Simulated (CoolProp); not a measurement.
A simple Rankine cycle with R115: condensing at 295.15 K, boiler at 2.36 MPa, turbine inlet 379.6 K, turbine efficiency 0.85, pump efficiency 0.7, no recuperator. Each further row changes one setting.

Model: reference Helmholtz-energy equation of state, Lemmon 2016, in CoolProp.

```
case                             thermal efficiency (%)  net work (kJ/kg)  heat in (kJ/kg)  turbine exit temperature (K)  volume ratio over the turbine
-------------------------------  ----------------------  ----------------  ---------------  ----------------------------  -----------------------------
as stated                                           8.4              12.8              152                         348.2                           3.04
turbine inlet 399.6 K                               8.3              14.2              171                         369.4                           2.95
condensing temperature 287.15 K                     9.8              15.8              161                         342.7                           3.80
boiler pressure 1.65 MPa                            5.8              9.25              159                         360.6                           2.02
turbine efficiency 0.75                             7.3              11.1              152                         350.2                           3.07
```
